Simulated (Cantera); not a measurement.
Al(CH₃)₃ + NH₃ + N₂ (aluminium nitride and oxide growth)

A closed system holds: 1 mol Al(CH₃)₃, 250 mol NH₃, 2.5 mol N₂, equilibrated at 1.05 Torr.

Cantera equilibrium calculation (NASA polynomials, part measured and part estimated; ideal gas, pure solids and liquids). Candidate condensed phases: Al, AlN, C, C₆H₆, C₇H₈, C₈H₁₈; 97 gas species. The feed counts by its element totals alone. The numbers say what is thermodynamically allowed, not how fast it happens.

From 1200 K to 1725 K the condensed part is AlN(s) + C(graphite). From 1800 K to 1875 K the condensed part is C(graphite). From 1950 K to 2100 K nothing is condensed.

```json
[
 {"T (K)": "1200", "log p H₂": "-2.98", "log p N₂": "-3.45", "log p H": "-8.19", "log p HCN": "-7.34", "log p Al": "-14.04", "log p C₂H₂ (acetylene)": "-9.97", "log p HNC": "-9.65", "n AlN(s)": "1.00", "n C(graphite)": "2.98"},
 {"T (K)": "1275", "log p H₂": "-2.98", "log p N₂": "-3.45", "log p H": "-7.62", "log p HCN": "-7.01", "log p Al": "-12.40", "log p C₂H₂ (acetylene)": "-9.39", "log p HNC": "-9.15", "n AlN(s)": "1.00", "n C(graphite)": "2.96"},
 {"T (K)": "1350", "log p H₂": "-2.98", "log p N₂": "-3.45", "log p H": "-7.11", "log p HCN": "-6.70", "log p Al": "-10.95", "log p C₂H₂ (acetylene)": "-8.89", "log p HNC": "-8.71", "n AlN(s)": "1.000", "n C(graphite)": "2.92"},
 {"T (K)": "1425", "log p H₂": "-2.98", "log p N₂": "-3.45", "log p H": "-6.66", "log p HCN": "-6.43", "log p Al": "-9.65", "log p C₂H₂ (acetylene)": "-8.43", "log p HNC": "-8.32", "n AlN(s)": "1.000", "n C(graphite)": "2.86"},
 {"T (K)": "1500", "log p H₂": "-2.98", "log p N₂": "-3.46", "log p H": "-6.24", "log p HCN": "-6.19", "log p Al": "-8.48", "log p C₂H₂ (acetylene)": "-8.02", "log p HNC": "-7.97", "n AlN(s)": "0.999", "n C(graphite)": "2.76"},
 {"T (K)": "1575", "log p H₂": "-2.98", "log p N₂": "-3.46", "log p H": "-5.87", "log p HCN": "-5.97", "log p Al": "-7.43", "log p C₂H₂ (acetylene)": "-7.66", "log p HNC": "-7.65", "n AlN(s)": "0.986", "n C(graphite)": "2.59"},
 {"T (K)": "1650", "log p H₂": "-2.98", "log p N₂": "-3.46", "log p H": "-5.53", "log p HCN": "-5.78", "log p Al": "-6.47", "log p C₂H₂ (acetylene)": "-7.32", "log p HNC": "-7.36", "n AlN(s)": "0.874", "n C(graphite)": "2.34"},
 {"T (K)": "1725", "log p H₂": "-2.98", "log p N₂": "-3.46", "log p H": "-5.22", "log p HCN": "-5.60", "log p Al": "-5.59", "log p C₂H₂ (acetylene)": "-7.02", "log p HNC": "-7.09", "n AlN(s)": "0.0554", "n C(graphite)": "1.98"},
 {"T (K)": "1800", "log p H₂": "-2.99", "log p N₂": "-3.46", "log p H": "-4.94", "log p HCN": "-5.43", "log p Al": "-5.57", "log p C₂H₂ (acetylene)": "-6.74", "log p HNC": "-6.85", "n AlN(s)": "0", "n C(graphite)": "1.47"},
 {"T (K)": "1875", "log p H₂": "-2.99", "log p N₂": "-3.46", "log p H": "-4.68", "log p HCN": "-5.28", "log p Al": "-5.57", "log p C₂H₂ (acetylene)": "-6.49", "log p HNC": "-6.64", "n AlN(s)": "0", "n C(graphite)": "0.779"},
 {"T (K)": "1950", "log p H₂": "-3.00", "log p N₂": "-3.46", "log p H": "-4.44", "log p HCN": "-5.17", "log p Al": "-5.57", "log p C₂H₂ (acetylene)": "-6.30", "log p HNC": "-6.45", "n AlN(s)": "0", "n C(graphite)": "0"},
 {"T (K)": "2025", "log p H₂": "-3.00", "log p N₂": "-3.47", "log p H": "-4.22", "log p HCN": "-5.17", "log p Al": "-5.57", "log p C₂H₂ (acetylene)": "-6.34", "log p HNC": "-6.40", "n AlN(s)": "0", "n C(graphite)": "0"},
 {"T (K)": "2100", "log p H₂": "-3.02", "log p N₂": "-3.47", "log p H": "-4.02", "log p HCN": "-5.18", "log p Al": "-5.58", "log p C₂H₂ (acetylene)": "-6.38", "log p HNC": "-6.35", "n AlN(s)": "0", "n C(graphite)": "0"}
]
```
log p: log10 of the partial pressure in bar; n: condensed amount in mol.
